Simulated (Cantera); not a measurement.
Charge: 1 mol FeS2, 0.085 mol SO2, 1.9 mol CO2, equilibrated at 308 Torr.

Cantera equilibrium calculation (NASA polynomials, part measured and part estimated; ideal gas, pure solids and liquids). Candidate condensed phases: C, Fe, Fe(CO)5, FeO, FeS, FeSO4, FeS2, Fe2O3, Fe2(SO4)3, Fe3O4, S; 25 gas species. FeS: taken at fixed stoichiometry. The numbers say what is thermodynamically allowed, not how fast it happens.

Question: At 1277 °C, list the 5 most abundant gas species with their mole fractions, and the condensed phases.

Answer: CO2 0.543, CO 0.183, S2 0.140, SO2 0.123, COS 0.00423. Condensed: FeS(l).
